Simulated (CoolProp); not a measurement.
Vapour-liquid equilibrium of acetone (1) + cyclohexane (2) at 0.159 MPa; x and y are mole fractions of (1).

The numbers come from the multi-fluid Helmholtz-energy mixture model, Lemmon 2006 and Zhou 2014; pair parameters Bell 2016 in CoolProp.

**Question.** Give the bubble temperature and the first vapour's composition at x = 0.05, 0.65, 0.95. Is there an azeotrope?

**Answer.** x = 0.05: 359.1 K, y = 0.278; x = 0.65: 341.0 K, y = 0.710; x = 0.95: 342.0 K, y = 0.925. y crosses x between x = 0.65 and 0.8: the model has an azeotrope there.

Pair parameters are fitted to limited data, so mixtures are less certain than the pure fluids.
